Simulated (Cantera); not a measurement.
An adiabatic, constant-pressure homogeneous reactor starts with CH4 : O2 : N2 = 1 : 3.39 : 12.7 (molar parts), equivalence ratio 0.59, at 1675 K and 120000 Pa. Integrator tolerance rtol = 1e-08.

Detailed kinetics in Cantera: GRI-Mech 3.0 (53 species, 325 reactions).

What does this change do: initial temperature 1675 to 1448 K?


```json
[
 {"quantity": "time of steepest temperature rise", "before": "0.205 ms", "after": "1.41 ms"},
 {"quantity": "temperature at 0.200 s", "before": "2612 K", "after": "2487 K"},
 {"quantity": "equilibrium temperature", "before": "2612 K", "after": "2487 K"},
 {"quantity": "x(CH4) at 0.200 s", "before": "<1e-12 (gas-phase equilibrium <1e-12)", "after": "<1e-12 (gas-phase equilibrium <1e-12)"},
 {"quantity": "x(O2) at 0.200 s", "before": "0.0729 (gas-phase equilibrium 0.0729)", "after": "0.0740 (gas-phase equilibrium 0.0740)"},
 {"quantity": "x(HCN) at 0.200 s", "before": "4.43e-11 (gas-phase equilibrium 4.43e-11)", "after": "1.10e-11 (gas-phase equilibrium 1.10e-11)"},
 {"quantity": "x(HCO) at 0.200 s", "before": "3.31e-9 (gas-phase equilibrium 3.31e-9)", "after": "1.03e-9 (gas-phase equilibrium 1.03e-9)"},
 {"quantity": "x(NO) at 0.200 s", "before": "0.0157 (gas-phase equilibrium 0.0157)", "after": "0.0129 (gas-phase equilibrium 0.0129)"},
 {"quantity": "x(CH2) at 0.200 s", "before": "<1e-12 (gas-phase equilibrium <1e-12)", "after": "<1e-12 (gas-phase equilibrium <1e-12)"},
 {"quantity": "x(CH2O) at 0.200 s", "before": "1.75e-11 (gas-phase equilibrium 1.75e-11)", "after": "5.91e-12 (gas-phase equilibrium 5.91e-12)"}
]
```

What does this change do: pressure from 120000 Pa to 2800000 Pa?


| quantity | before | after |
|---|---|---|
| time of steepest temperature rise | 0.205 ms | 16.0 µs |
| temperature at 0.200 s | 2612 K | 2726 K |
| equilibrium temperature | 2612 K | 2726 K |
| x(CH4) at 0.200 s | <1e-12 (gas-phase equilibrium <1e-12) | <1e-12 (gas-phase equilibrium <1e-12) |
| x(O2) at 0.200 s | 0.0729 (gas-phase equilibrium 0.0729) | 0.0709 (gas-phase equilibrium 0.0709) |
| x(HCN) at 0.200 s | 4.43e-11 (gas-phase equilibrium 4.43e-11) | 8.69e-11 (gas-phase equilibrium 8.69e-11) |
| x(HCO) at 0.200 s | 3.31e-9 (gas-phase equilibrium 3.31e-9) | 5.28e-9 (gas-phase equilibrium 5.28e-9) |
| x(NO) at 0.200 s | 0.0157 (gas-phase equilibrium 0.0157) | 0.0186 (gas-phase equilibrium 0.0186) |
| x(CH2) at 0.200 s | <1e-12 (gas-phase equilibrium <1e-12) | <1e-12 (gas-phase equilibrium <1e-12) |
| x(CH2O) at 0.200 s | 1.75e-11 (gas-phase equilibrium 1.75e-11) | 6.09e-11 (gas-phase equilibrium 6.09e-11) |
The pressure lies above the range GRI-Mech 3.0 was tuned for (to about 10 atm).

What does this change do: O2 3.39 to 2.7 parts?


| quantity | before | after |
|---|---|---|
| time of steepest temperature rise | 0.205 ms | 0.246 ms |
| temperature at 0.200 s | 2612 K | 2631 K |
| equilibrium temperature | 2612 K | 2631 K |
| x(CH4) at 0.200 s | <1e-12 (gas-phase equilibrium <1e-12) | <1e-12 (gas-phase equilibrium <1e-12) |
| x(O2) at 0.200 s | 0.0729 (gas-phase equilibrium 0.0729) | 0.0405 (gas-phase equilibrium 0.0405) |
| x(HCN) at 0.200 s | 4.43e-11 (gas-phase equilibrium 4.43e-11) | 1.14e-10 (gas-phase equilibrium 1.14e-10) |
| x(HCO) at 0.200 s | 3.31e-9 (gas-phase equilibrium 3.31e-9) | 6.03e-9 (gas-phase equilibrium 6.03e-9) |
| x(NO) at 0.200 s | 0.0157 (gas-phase equilibrium 0.0157) | 0.0123 (gas-phase equilibrium 0.0123) |
| x(CH2) at 0.200 s | <1e-12 (gas-phase equilibrium <1e-12) | <1e-12 (gas-phase equilibrium <1e-12) |
| x(CH2O) at 0.200 s | 1.75e-11 (gas-phase equilibrium 1.75e-11) | 3.72e-11 (gas-phase equilibrium 3.72e-11) |
